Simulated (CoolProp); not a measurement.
Properties of oxygen along the isotherm -111.25 °C (Tc = -118.6 °C, pc = 50.46 bar, ω = 0.022).

Values from CoolProp's reference Helmholtz-energy equation of state, Schmidt 1985.

```
p (bar)          phase  speed of sound (m/s)  isothermal compressibility (1/MPa)  viscosity (µPa s)  Prandtl number  fugacity coefficient
-------  -------------  --------------------  ----------------------------------  -----------------  --------------  --------------------
0.399              gas                 242.4                               25.12               12.2           0.751                0.9977
0.756              gas                 242.1                               13.29               12.2           0.752                0.9957
1.43               gas                 241.7                               7.052               12.2           0.755                0.9918
2.72               gas                 240.7                               3.736               12.2           0.760                0.9844
5.15               gas                 239.0                               2.003               12.3           0.770                0.9706
9.77               gas                 235.6                               1.090               12.4           0.791                0.9444
18.5               gas                 229.0                              0.6174               12.7           0.845                0.8954
35.1               gas                 215.1                              0.3972               13.5            1.03                0.8035
66.5     supercritical                 206.1                              0.4794               27.5            5.07                0.6228
126      supercritical                 423.9                             0.02145               51.7            1.70                0.4076
```

Viscosity comes from a separate model (Lemmon 2004). Thermal conductivity comes from a separate model (Lemmon 2004).
